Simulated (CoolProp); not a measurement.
Vapour-liquid equilibrium of carbon dioxide (1) + carbonyl sulfide (2) at 253.1 K; x and y are mole fractions of (1).

Values from CoolProp's multi-fluid Helmholtz-energy mixture model, Span 1996 and Lemmon 2006; pair parameters Bell 2016.

Problem. Give the bubble pressure and the first vapour's composition at x = 0.35, 0.425, 0.95. Is there an azeotrope?

Solution. x = 0.35: 1.110 MPa, y = 0.751; x = 0.425: 1.222 MPa, y = 0.787; x = 0.95: 1.898 MPa, y = 0.978. No azeotrope shows between x = 0.05 and 0.95.

The pair parameters rest on a limited set of measurements; away from them the model extrapolates.
